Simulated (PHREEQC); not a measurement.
Dissolve 0.0049 mol/kgw Pb(NO3)2 and 4.3e-05 mol/kgw KBr at 76 °C and 500 atm. Closed to the air; pH follows from the charge balance.

The numbers come from PHREEQC with the ion-association model, phreeqc.dat.

**Question.** The ionic strength comes out as 0.0137 mol/kgw. What activity coefficients do K+, PbNO3+, Pb+2, NO3-, H+ get?

**Answer.** K+ 0.88, PbNO3+ 0.88, Pb+2 0.60, NO3- 0.87, H+ 0.90.

This is a speciation only: nothing precipitates in the calculation. Under pressure, the constants of complexes without a molar volume in the database are unreliable. Away from 25 °C the constants follow the database's enthalpies or fits; those with neither stay at their 25 °C values.
